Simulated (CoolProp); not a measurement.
Saturation properties of nitrogen.

Model: reference Helmholtz-energy equation of state, Span 2000, in CoolProp.

```json
[
 {"T (°C)": "-183.35", "p (kPa)": "354.3", "vapour density (kg/m³)": "14.83", "vapour viscosity (µPa s)": "6.46"},
 {"T (°C)": "-180.85", "p (kPa)": "436.7", "vapour density (kg/m³)": "18.12", "vapour viscosity (µPa s)": "6.69"},
 {"T (°C)": "-178.25", "p (kPa)": "536.4", "vapour density (kg/m³)": "22.11", "vapour viscosity (µPa s)": "6.93"},
 {"T (°C)": "-175.65", "p (kPa)": "651.6", "vapour density (kg/m³)": "26.76", "vapour viscosity (µPa s)": "7.18"},
 {"T (°C)": "-173.05", "p (kPa)": "783.7", "vapour density (kg/m³)": "32.19", "vapour viscosity (µPa s)": "7.44"},
 {"T (°C)": "-170.55", "p (kPa)": "927.9", "vapour density (kg/m³)": "38.24", "vapour viscosity (µPa s)": "7.71"},
 {"T (°C)": "-167.95", "p (kPa)": "1097", "vapour density (kg/m³)": "45.56", "vapour viscosity (µPa s)": "8.00"},
 {"T (°C)": "-165.35", "p (kPa)": "1287", "vapour density (kg/m³)": "54.14", "vapour viscosity (µPa s)": "8.33"},
 {"T (°C)": "-162.75", "p (kPa)": "1500", "vapour density (kg/m³)": "64.25", "vapour viscosity (µPa s)": "8.68"},
 {"T (°C)": "-160.15", "p (kPa)": "1737", "vapour density (kg/m³)": "76.31", "vapour viscosity (µPa s)": "9.09"},
 {"T (°C)": "-157.65", "p (kPa)": "1990", "vapour density (kg/m³)": "90.33", "vapour viscosity (µPa s)": "9.54"},
 {"T (°C)": "-155.05", "p (kPa)": "2280", "vapour density (kg/m³)": "108.5", "vapour viscosity (µPa s)": "10.1"},
 {"T (°C)": "-152.45", "p (kPa)": "2600", "vapour density (kg/m³)": "132.2", "vapour viscosity (µPa s)": "10.8"},
 {"T (°C)": "-149.85", "p (kPa)": "2954", "vapour density (kg/m³)": "167.0", "vapour viscosity (µPa s)": "12.0"}
]
```

It boils at -195.8 °C under 1 atm.

Viscosity comes from a separate model (Lemmon 2004).
